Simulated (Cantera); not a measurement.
Mixture: 9.23 % CH4, 1.57 % H2, 17.5 % O2, 71.7 % N2, equivalence ratio 1.1, at 15800 Torr, adiabatic and at constant pressure. Ignition delay is the time to a rise of 400 K.

Computed with Cantera and GRI-Mech 3.0 (53 species, 325 reactions). The pressure lies above the range GRI-Mech 3.0 was tuned for (to about 10 atm). Below about 1000 K GRI-Mech 3.0 lacks low-temperature oxidation paths. Below about 950 K walls govern HO2 and H2O2 in real vessels.

Question: Predict: delay at 850 K; delay at 1050 K; delay at 1250 K; delay at 1450 K; delay at 1650 K; apparent activation energy between 1550 and 1750 K.

Answer: 
| Property | Result |
|---|---|
| delay at 850 K | 0.478 s |
| delay at 1050 K | 3.94 ms |
| delay at 1250 K | 0.333 ms |
| delay at 1450 K | 73.5 µs |
| delay at 1650 K | 18.3 µs |
| apparent activation energy between 1550 and 1750 K | 150 kJ/mol |
